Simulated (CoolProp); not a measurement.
Vapour-liquid equilibrium of benzene (1) + octamethylcyclotetrasiloxane (D4) (2) at 0.0413 MPa; x and y are mole fractions of (1).

Computed with CoolProp (multi-fluid Helmholtz-energy mixture model, Thol 2012 and Thol 2015; pair parameters Bell 2016).

```json
[
 {"x": "0.05", "bubble temperature (K)": "404.6", "y at the bubble point": "0.349", "dew temperature at overall composition x (K)": "415.2", "liquid density (mol/L)": "2.899"},
 {"x": "0.15", "bubble temperature (K)": "383.0", "y at the bubble point": "0.729", "dew temperature at overall composition x (K)": "412.0", "liquid density (mol/L)": "___"},
 {"x": "0.25", "bubble temperature (K)": "367.2", "y at the bubble point": "0.875", "dew temperature at overall composition x (K)": "408.5", "liquid density (mol/L)": "3.668"},
 {"x": "0.35", "bubble temperature (K)": "___", "y at the bubble point": "0.933", "dew temperature at overall composition x (K)": "404.5", "liquid density (mol/L)": "___"},
 {"x": "0.45", "bubble temperature (K)": "348.6", "y at the bubble point": "0.961", "dew temperature at overall composition x (K)": "400.1", "liquid density (mol/L)": "4.625"},
 {"x": "0.55", "bubble temperature (K)": "343.0", "y at the bubble point": "0.975", "dew temperature at overall composition x (K)": "___", "liquid density (mol/L)": "5.233"},
 {"x": "0.65", "bubble temperature (K)": "338.5", "y at the bubble point": "0.984", "dew temperature at overall composition x (K)": "388.9", "liquid density (mol/L)": "___"},
 {"x": "0.75", "bubble temperature (K)": "___", "y at the bubble point": "___", "dew temperature at overall composition x (K)": "381.2", "liquid density (mol/L)": "6.907"},
 {"x": "0.85", "bubble temperature (K)": "331.2", "y at the bubble point": "0.995", "dew temperature at overall composition x (K)": "370.6", "liquid density (mol/L)": "___"},
 {"x": "0.95", "bubble temperature (K)": "328.1", "y at the bubble point": "0.999", "dew temperature at overall composition x (K)": "351.9", "liquid density (mol/L)": "9.745"}
]
```

Problem. What belongs in the gaps?

Solution. 
- 0.15, liquid density (mol/L): 3.268
- 0.35, bubble temperature (K): 356.3
- 0.35, liquid density (mol/L): 4.113
- 0.55, dew temperature at overall composition x (K): 395.0
- 0.65, liquid density (mol/L): 5.974
- 0.75, bubble temperature (K): 334.6
- 0.75, y at the bubble point: 0.991
- 0.85, liquid density (mol/L): 8.116

No azeotrope shows between x = 0.05 and 0.95.

The pair parameters rest on a limited set of measurements; away from them the model extrapolates. The gap from Raoult's law changes sign with composition, which may be real or a fault of the pair parameters; it wasn't checked against measurements.
